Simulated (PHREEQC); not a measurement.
Make-up at 20 °C: 0.0036 mol/kgw ZnSO4, 0.095 mol/kgw CuCl2, 0.00023 mol/kgw NaF and 0.0058 mol/kgw NaCl. Closed to the air; pH follows from the charge balance.

Model: ion-association model, phreeqc.dat, run in PHREEQC.

This is a speciation only: nothing precipitates in the calculation.

**Question.** What pH does the model give?

**Answer.** pH 4.35.

**Question.** In which forms is F present?

**Answer.** F- 69 %, CuF+ 28 %, HF 2.7 %, ZnF+ 0.7 % of the F.
